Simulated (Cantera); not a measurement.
What does this Cantera script print?

```python
import numpy as np
import cantera as ct

gas = ct.Solution("gri30.yaml")
gas.TPX = 1348, 380000, {'CO': 0.0049, 'O2': 0.017, 'H2O': 0.002, 'N2': 1}
inlet = ct.Reservoir(gas, clone=True)

reactor = ct.IdealGasConstPressureReactor(gas, energy="off", clone=False)
exhaust = ct.Reservoir(gas, clone=True)
tau = [1.8, 0.82, 0.38, 0.18, 0.082, 0.038, 0.018, 0.0081, 0.0038, 0.0017, 0.00081][0]
for a, b in ((inlet, reactor), (reactor, exhaust)):
    ct.MassFlowController(a, b, mdot=lambda t: reactor.mass / tau)
net = ct.ReactorNet([reactor])
show = ['CO', 'O2', 'H2O', 'CO2', 'HO2']

rows = []
print(f"{'tau/s':>10s}{'T/K':>9s}" + "".join(f"{s:>11s}" for s in show))
for tau in [1.8, 0.82, 0.38, 0.18, 0.082, 0.038, 0.018, 0.0081, 0.0038, 0.0017, 0.00081]:
    net.initial_time = 0.0
    net.advance(30 * tau)
    before = gas.X
    net.advance(40 * tau)
    drift = np.max(np.abs(gas.X - before) / (gas.X + 1e-9))
    rows.append([gas.T, *gas[show].X, drift])
    print(f"{tau:10.3e}{gas.T:9.1f}" + "".join(f"{x:11.3e}" for x in gas[show].X))
```

Output:

```
     tau/s      T/K         CO         O2        H2O        CO2        HO2
 1.800e+00   1348.0  3.822e-05  1.426e-02  1.955e-03  4.759e-03  1.930e-07
 8.200e-01   1348.0  6.738e-05  1.427e-02  1.954e-03  4.730e-03  3.188e-07
 3.800e-01   1348.0  1.169e-04  1.430e-02  1.952e-03  4.680e-03  5.094e-07
 1.800e-01   1348.0  1.986e-04  1.433e-02  1.951e-03  4.598e-03  7.804e-07
 8.200e-02   1348.0  3.424e-04  1.440e-02  1.948e-03  4.454e-03  1.176e-06
 3.800e-02   1348.0  5.721e-04  1.451e-02  1.945e-03  4.224e-03  1.681e-06
 1.800e-02   1348.0  9.168e-04  1.468e-02  1.941e-03  3.878e-03  2.268e-06
 8.100e-03   1348.0  1.455e-03  1.493e-02  1.935e-03  3.339e-03  2.960e-06
 3.800e-03   1348.0  2.133e-03  1.526e-02  1.929e-03  2.659e-03  3.605e-06
 1.700e-03   1348.0  2.967e-03  1.566e-02  1.924e-03  1.823e-03  4.168e-06
 8.100e-04   1348.0  3.707e-03  1.602e-02  1.922e-03  1.081e-03  4.438e-06
```

Model: GRI-Mech 3.0 (53 species, 325 reactions), integrated in Cantera.
